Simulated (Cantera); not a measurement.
A closed system holds: 1 mol n-butane, 0.63 mol NH3, 1.3 mol H2, 0.35 mol O2, at 1950 °C and 1.33 mbar.

These are equilibrium values from Cantera (NASA tables, ideal gas, pure condensed phases), not measurements of a reactor. Candidate condensed phases: C, C6H6, C7H8, C8H18, H2O; 136 gas species. The numbers say what is thermodynamically allowed, not how fast it happens.

Question: What is the equilibrium state?

Answer: 
```
Property                Result
-------------------  ---------
x(H2)                    0.731
x(H)                     0.150
x(CO)                   0.0784
x(N2)                   0.0325
x(HCN)                 0.00501
x(C2H2 (acetylene))    0.00212
x(HNC)                0.000409
x(CN)                  3.81e-5
x(C2H)                 1.61e-5
n(C(graphite))        3.21 mol
gas amount           8.930 mol
```
